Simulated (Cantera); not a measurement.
## Thermodynamics of silicon etching in halogen gases, feed Si + HBr

A closed system holds: 1 mol Si, a varied amount of HBr, equilibrated at 473.15 K and 0.0133 bar.

Cantera equilibrium calculation (NASA polynomials, part measured and part estimated; ideal gas, pure solids and liquids). Candidate condensed phases: Br2, Si; 19 gas species. Equilibrium is a limit: real reactors are often held back by kinetics, nucleation or transport.

At 2.7 mol HBr the condensed part is Si(s). From 4.7 mol HBr to 21 mol HBr nothing is condensed. The main Si-bearing gas is SiBr4 throughout.

```tsv
n(HBr) (mol)	x HBr	x H2	x SiBr4	x SiHBr3	x SiH2Br2	x SiH3Br	x SiBr3	n Si(s)
2.7	1.12e-5	0.665	0.330	0.00541	4.03e-5	1.07e-7	1.68e-9	0.322
4.7	0.189	0.541	0.270	2.14e-7	<1e-12	<1e-12	<1e-12	0
6.6	0.464	0.357	0.179	3.80e-8	<1e-12	<1e-12	<1e-12	0
8.6	0.605	0.263	0.132	1.58e-8	<1e-12	<1e-12	<1e-12	0
11	0.700	0.200	0.100	7.91e-9	<1e-12	<1e-12	<1e-12	0
13	0.750	0.167	0.0833	5.12e-9	<1e-12	<1e-12	<1e-12	0
15	0.786	0.143	0.0714	3.59e-9	<1e-12	<1e-12	<1e-12	0
17	0.812	0.125	0.0625	2.66e-9	<1e-12	<1e-12	<1e-12	0
19	0.833	0.111	0.0556	2.05e-9	<1e-12	<1e-12	<1e-12	0
21	0.850	0.100	0.0500	1.63e-9	<1e-12	<1e-12	<1e-12	0
```
x: gas mole fraction; n: condensed amount in mol.
